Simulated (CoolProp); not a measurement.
Model: reference Helmholtz-energy equation of state, Thol 2016, in CoolProp.

For hexamethyldisiloxane (MM), give the phase and the cp (kJ/(kg K)), cv (kJ/(kg K)) at 482.3 K and 141 kPa; 288.9 K and 1570 kPa; 582.8 K and 37.5 kPa.


- 482.3 K and 141 kPa: gas; cp 1.99, cv 1.93
- 288.9 K and 1570 kPa: liquid; cp 1.87, cv 1.52
- 582.8 K and 37.5 kPa: gas; cp 2.20, cv 2.14
